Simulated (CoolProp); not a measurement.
A single-stage vapour-compression cycle with the fluid: evaporating at 315.15 K (dew point), condensing at 360.15 K (bubble point), superheat 5 K, subcooling 5 K, compressor efficiency 0.8, no pressure losses. The same conditions are run with several fluids, on thermodynamics alone (safety and materials aside).

Model: reference Helmholtz-energy equation of state of each fluid (vinyl chloride: Thol 2022; R1233zd(E): Akasaka 2022; R124: de Vries 1995; dimethyl carbonate: Zhou 2011; cis-2-butene: Lemmon 2005; R245ca: Zhou 2016), in CoolProp.

```
fluid               cooling COP  pressure ratio  discharge temperature (K)  refrigerating effect (kJ/kg)  volumetric capacity (kJ/m³)
------------------  -----------  --------------  -------------------------  ----------------------------  ---------------------------
vinyl chloride             4.72            2.82                      388.1                           245                         4080
R1233zd(E)                 4.66            3.38                      364.4                           135                   (withheld)
R124                       4.18      (withheld)                 (withheld)                          90.4                         3390
dimethyl carbonate         5.07            5.58                 (withheld)                           338                          189
cis-2-butene               4.69            3.03                      369.2                    (withheld)                         2350
R245ca                     4.63      (withheld)                      360.1                           141                   (withheld)
```

Q: Some entries are withheld; supply them.

A: 
- R1233zd(E), volumetric capacity (kJ/m³): 1640
- R124, pressure ratio: 2.92
- R124, discharge temperature (K): 365.8
- dimethyl carbonate, discharge temperature (K): 372.9
- cis-2-butene, refrigerating effect (kJ/kg): 284
- R245ca, pressure ratio: 3.68
- R245ca, volumetric capacity (kJ/m³): 1400

The compression ends wet for: R245ca.
